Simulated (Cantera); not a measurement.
Input: 1 mol FeS, 0.75 mol O2, 5.1 mol N2, held at 1 atm.

Equilibrium computed with Cantera from the NASA thermochemical tables; the gas is ideal and each condensed phase is pure. Candidate condensed phases: Fe, FeO, FeS, FeSO4, FeS2, Fe2O3, Fe2(SO4)3, Fe3O4, S; 19 gas species. Metal and sulfide melt together well below either melting point, which pure phases cannot show. Mutual solubility and eutectic melting of coexisting phases are not modelled. The tables' stoichiometric FeO is somewhat more stable than real wüstite, so its field is too wide. FeO, FeS: taken at fixed stoichiometry. Kinetics and transport are ignored. All values below are at 1525 K.

Base state: N2 0.903, SO2 0.0718, S2 0.0230, SO 0.00105, S2O 0.000789 (mole fractions); condensed: FeO(s) + FeS(l).

Problem. What changes in the equilibrium state with this change: O2 from 0.75 to 0.38 mol?

Solution. 
| species | before | after |
|---|---|---|
| N2 | 0.903 | 0.948 |
| SO2 | 0.0718 | 0.0365 |
| S2 | 0.0230 | 0.0146 |
| S2O | 0.000789 | 0.000401 |
| SO | 0.00105 | 0.000667 |
| FeO(s), mol | 0.680 | 0.362 |
| FeS(l), mol | 0.320 | 0.638 |
